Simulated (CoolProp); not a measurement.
R1234yf at several states: fugacity coefficient from the reference equation and from simpler models built on Tc = 367.8 K, pc = 33.84 bar, ω = 0.276; each cubic takes its own stable root.

Values from CoolProp's reference Helmholtz-energy equation of state, Lemmon 2022.

| T (K) | p (bar) | phase | reference | van der Waals | Soave-Redlich-Kwong | Peng-Robinson |
|---|---|---|---|---|---|---|
| 340.5 | 8.51 | gas | 0.8860 | 0.9105 | 0.8909 | 0.8818 |
| 166.4 | 6.21 | liquid | 0.0007950 | 0.07677 | 0.0007714 | 0.0008683 |
| 143.3 | 88.8 | liquid | 4.706e-6 | 0.004073 | 5.061e-6 | 5.827e-6 |
